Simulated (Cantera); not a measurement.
Feed: 1 mol AlN, 8.4 mol HCl, 410 mol H2, equilibrated at 0.00133 bar.

Method: chemical equilibrium by Gibbs-energy minimisation in Cantera with the NASA 1993 tables (ideal gas, pure condensed phases). Candidate condensed phases: Al, AlCl3, AlN, NH4Cl; 20 gas species. The numbers say what is thermodynamically allowed, not how fast it happens.

Q: Which condensed phases are stable at each of these points (T (°C)): 500, 700, 900, 1100, 1300, 1500, 1700, 1900?

A: 
| T (°C) | condensed phases | Al condensed (%) |
|---|---|---|
| 500 | AlN(s) | 49.8 |
| 700 | AlN(s) | 38.6 |
| 900 | AlN(s) | 26.1 |
| 1100 | gas only | 0.0 |
| 1300 | gas only | 0.0 |
| 1500 | gas only | 0.0 |
| 1700 | gas only | 0.0 |
| 1900 | gas only | 0.0 |

From 500 °C to 900 °C the condensed part is AlN(s). From 1100 °C to 1900 °C nothing is condensed.
